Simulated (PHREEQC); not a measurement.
Dissolve 0.0058 mol/kgw HF, 0.0069 mol/kgw NH4F and 0.00051 mol/kgw H2SiF6 at 25 °C. Closed to the air; pH follows from the charge balance.

All values are PHREEQC results (ion-association model, phreeqc.dat), not measurements.

Each row changes one thing in this solution. No solid was allowed to form.

```json
[
 {"case": "as made", "pH": "3.17", "ionic strength (mol/kgw)": "0.00814", "F- (mol/kgw)": "0.00647", "HF (mol/kgw)": "0.00594", "HF2- (mol/kgw)": "0.000147", "H4SiO4 (mol/kgw)": "2.72e-8", "SI of Quartz (SiO2)": "-3.58"},
 {"case": "temperature from 25 to 5 °C", "pH": "3.05", "ionic strength (mol/kgw)": "0.00837", "F- (mol/kgw)": "0.00672", "HF (mol/kgw)": "0.00574", "HF2- (mol/kgw)": "0.000120", "H4SiO4 (mol/kgw)": "1.01e-9", "SI of Quartz (SiO2)": "-4.70"},
 {"case": "NH4F from 0.0069 to 0.069 mol/kgw", "pH": "4.16", "ionic strength (mol/kgw)": "0.0696", "F- (mol/kgw)": "0.0667", "HF (mol/kgw)": "0.00537", "HF2- (mol/kgw)": "0.00137", "H4SiO4 (mol/kgw)": "2.86e-10", "SI of Quartz (SiO2)": "-5.55"},
 {"case": "HF left out", "pH": "3.92", "ionic strength (mol/kgw)": "0.00751", "F- (mol/kgw)": "0.00606", "HF (mol/kgw)": "0.00101", "HF2- (mol/kgw)": "2.34e-5", "H4SiO4 (mol/kgw)": "3.53e-5", "SI of Quartz (SiO2)": "-0.47"},
 {"case": "HF from 0.0058 to 0.0087 mol/kgw", "pH": "3.03", "ionic strength (mol/kgw)": "0.00843", "F- (mol/kgw)": "0.00668", "HF (mol/kgw)": "0.00848", "HF2- (mol/kgw)": "0.000218", "H4SiO4 (mol/kgw)": "6.09e-9", "SI of Quartz (SiO2)": "-4.23"},
 {"case": "diluted 2-fold with water", "pH": "3.25", "ionic strength (mol/kgw)": "0.00431", "F- (mol/kgw)": "0.00351", "HF (mol/kgw)": "0.00277", "HF2- (mol/kgw)": "3.73e-5", "H4SiO4 (mol/kgw)": "1.01e-6", "SI of Quartz (SiO2)": "-2.01"},
 {"case": "HF from 0.0058 to 0.029 mol/kgw", "pH": "2.60", "ionic strength (mol/kgw)": "0.0102", "F- (mol/kgw)": "0.00783", "HF (mol/kgw)": "0.0265", "HF2- (mol/kgw)": "0.000796", "H4SiO4 (mol/kgw)": "4.59e-11", "SI of Quartz (SiO2)": "-6.36"},
 {"case": "temperature from 25 to 80 °C", "pH": "3.57", "ionic strength (mol/kgw)": "0.00762", "F- (mol/kgw)": "0.00617", "HF (mol/kgw)": "0.00668", "HF2- (mol/kgw)": "0.000177", "H4SiO4 (mol/kgw)": "8.44e-5", "SI of Quartz (SiO2)": "-0.78"}
]
```

Constants without temperature data keep their 25 °C values here. SiF6-2 is the database's only silicon fluoride.
